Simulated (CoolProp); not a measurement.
A Linde-Hampson liquefier for dry air: isothermal reversible compression at 250 K from 1 atm to 15 MPa, throttling to 1 atm, return gas leaving the recuperator 0 K below the feed. Each further row changes one setting.

Model: reference Helmholtz-energy equation of state, Lemmon 2000, in CoolProp. It is a pseudo-pure fit of the blend.

| case | liquid yield per pass | compression work (kJ/kg of gas) |
|---|---|---|
| as stated | … | 351 |
| high pressure 30 MPa | … | … |
| warm-end temperature 280 K | … | … |
| warm-end gap 5 K | … | 351 |

Fill in the missing entries.


- as stated, liquid yield per pass: 0.113
- high pressure 30 MPa, liquid yield per pass: 0.165
- high pressure 30 MPa, compression work (kJ/kg of gas): 401
- warm-end temperature 280 K, liquid yield per pass: 0.081
- warm-end temperature 280 K, compression work (kJ/kg of gas): 398
- warm-end gap 5 K, liquid yield per pass: 0.101
